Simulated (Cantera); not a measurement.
Cantera run:

```python
import numpy as np
import cantera as ct

gas_names = """
    B BF BF2 BF3 BN B2 F F2 N NF NF2 NF3 N2
""".split()
cond_names = """
    B(b) B(L) BN(s)
""".split()


# ... load() reads the species with a 1 bar reference pressure and builds the phases ...
atoms = {
    'BN': {'B': 1, 'N': 1},
    'NF3': {'N': 1, 'F': 3},
    'N2': {'N': 2},
}
top_T = {'BN(s)': 3200}  # K; cautious upper limits of use, not melting points


# ... equilibrate(T, P, feed) seeds the gas with the atoms and calls Mixture.equilibrate('TP', solver="vcs", rtol=1e-11, max_steps=5000) ...
results = []
feed = {'BN': 1, 'NF3': 0.92, 'N2': 3.5}  # mol
T = 1623.15  # K
P = 1333.22  # Pa
mix = equilibrate(T, P, feed)
results.append((T, P, feed, dict(zip(mix.species_names, mix.species_moles))))
x = sorted(zip(gas.X, gas.species_names), reverse=True)
print(f"T = {T:g} K  P = {P:g} Pa  gas = {mix.phase_moles(0):.4g} mol")
print("   x: " + "  ".join(f"{s} {v:.3e}" for v, s in x if v > 0.001))
print("   condensed (mol): " + ("  ".join(f"{mix.phase(i).name} {mix.phase_moles(i):.4g}"
      for i in range(1, mix.n_phases) if mix.phase_moles(i) > 1e-12) or "none"))
```

It prints:

```
T = 1623.15 K  P = 1333.22 Pa  gas = 5.359 mol
   x: N2 8.260e-01  BF3 1.673e-01  BF2 6.273e-03
   condensed (mol): BN(s) 0.06728
```

Cantera equilibrium calculation (NASA polynomials, part measured and part estimated; ideal gas, pure solids and liquids). The tables' values for BF2 are old estimates; treat these amounts as uncertain.
